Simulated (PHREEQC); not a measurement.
Na3PO4 is added in steps, without added water, to 1 kg of water holding 0.00052 mol Ag2SO4, at 25 °C. O2 is buffered at 0.21 atm. No CO2 enters from the air. Only these solids could form: Ag2O, Ag3PO4, Ag2SO4, Mirabilite.

Base run: PHREEQC, ion-association model, wateq4f.dat. Each further column changes one thing. The table gives Ag3PO4 (mol).

| Na3PO4 added (mol) | base | all activity coefficients set to 1 | metal-ligand complexes left out | Davies equation for every ion | Debye-Hückel limiting law |
|---|---|---|---|---|---|
| 0 | 0 | 0 | 0 | 0 | 0 |
| 0.00024 | 0.000205 | 0.000209 | 0.000205 | 0.000205 | 0.000204 |
| 0.00044 | 0.000281 | 0.000292 | 0.000282 | 0.000281 | 0.000281 |
| 0.00068 | 0.000238 | 0.000250 | 0.000238 | 0.000238 | 0.000237 |
| 0.00092 | 0.000164 | 0.000178 | 0.000165 | 0.000164 | 0.000162 |
| 0.00116 | 7.99e-5 | 9.58e-5 | 8.06e-5 | 7.92e-5 | 7.76e-5 |
| 0.00136 | 5.87e-6 | 2.30e-5 | 6.69e-6 | 5.09e-6 | 3.19e-6 |
| 0.0016 | 0 | 0 | 0 | 0 | 0 |

H3PO4, which wateq4f.dat lacks, is added to it with the constant of phreeqc.dat. The database has no phosphate complexes of Ag.
